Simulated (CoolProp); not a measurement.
Vapour-liquid equilibrium of propylene (1) + propane (2) at 175.6 K; x and y are mole fractions of (1).

Model: multi-fluid Helmholtz-energy mixture model, Lemmon 2013 and Lemmon 2009; pair parameters Bell 2016, in CoolProp.

| x | bubble pressure, mixture model (MPa) | bubble pressure, Raoult's law (MPa) | y, mixture model | y, Raoult's law |
|---|---|---|---|---|
| 0.05 | 0.003670 | 0.003628 | 0.078 | 0.068 |
| 0.125 | 0.003822 | 0.003729 | 0.183 | 0.164 |
| 0.2 | 0.003962 | 0.003830 | 0.276 | 0.256 |
| 0.275 | 0.004092 | 0.003931 | 0.361 | 0.343 |
| 0.35 | 0.004210 | 0.004031 | 0.439 | 0.426 |
| 0.425 | 0.004320 | 0.004132 | 0.511 | 0.505 |
| 0.5 | 0.004421 | 0.004233 | 0.580 | 0.579 |
| 0.575 | 0.004514 | 0.004334 | 0.645 | 0.651 |
| 0.65 | 0.004600 | 0.004435 | 0.709 | 0.719 |
| 0.725 | 0.004678 | 0.004536 | 0.771 | 0.784 |
| 0.8 | 0.004750 | 0.004637 | 0.832 | 0.846 |
| 0.875 | 0.004814 | 0.004737 | 0.894 | 0.906 |
| 0.95 | 0.004871 | 0.004838 | 0.957 | 0.963 |

The largest gap from Raoult's law is +4.5 % in bubble pressure, at x = 0.425. No azeotrope shows between x = 0.05 and 0.95.

The pair parameters rest on a limited set of measurements; away from them the model extrapolates.
